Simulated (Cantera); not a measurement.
## Low-pressure radical oxidation in H2/O2

An isothermal, constant-pressure homogeneous reactor starts with 10.7 % H2, 89.3 % O2, equivalence ratio 0.060, at 1150 K and 130 Pa.

Computed with Cantera and the H2/O2 subset of GRI-Mech 3.0, which has no nitrogen chemistry. Radical loss at walls, strong at low pressure, is not modelled. The temperature is held fixed by assumption; the heat of reaction is taken as removed at once.

```json
[
 {"t (s)": "0.000200", "x H2": "0.107", "x O2": "0.893", "x H2O2": "<1e-12", "x H2O": "1.72e-11", "x O": "9.19e-11"},
 {"t (s)": "0.00103", "x H2": "0.107", "x O2": "0.893", "x H2O2": "<1e-12", "x H2O": "1.50e-9", "x O": "1.90e-9"},
 {"t (s)": "0.00532", "x H2": "0.107", "x O2": "0.893", "x H2O2": "2.41e-11", "x H2O": "3.30e-7", "x O": "1.78e-7"},
 {"t (s)": "0.0274", "x H2": "0.00631", "x O2": "0.826", "x H2O2": "2.51e-8", "x H2O": "0.0807", "x O": "0.0465"},
 {"t (s)": "0.141", "x H2": "0.00291", "x O2": "0.824", "x H2O2": "1.55e-8", "x H2O": "0.0884", "x O": "0.0519"},
 {"t (s)": "0.729", "x H2": "0.00221", "x O2": "0.843", "x H2O2": "1.78e-8", "x H2O": "0.0965", "x O": "0.0369"},
 {"t (s)": "3.76", "x H2": "0.000555", "x O2": "0.877", "x H2O2": "2.08e-8", "x H2O": "0.110", "x O": "0.00849"},
 {"t (s)": "19.4", "x H2": "2.73e-5", "x O2": "0.886", "x H2O2": "9.38e-9", "x H2O": "0.113", "x O": "0.000412"},
 {"t (s)": "100", "x H2": "1.57e-6", "x O2": "0.887", "x H2O2": "2.04e-9", "x H2O": "0.113", "x O": "2.37e-5"}
]
```
x: mole fraction; the columns are a selection and need not sum to one.

Equilibrium at this temperature and pressure: H2 1.44e-8, O2 0.887, H2O2 5.77e-11, H2O 0.113, O 2.19e-7 (gas phase only).
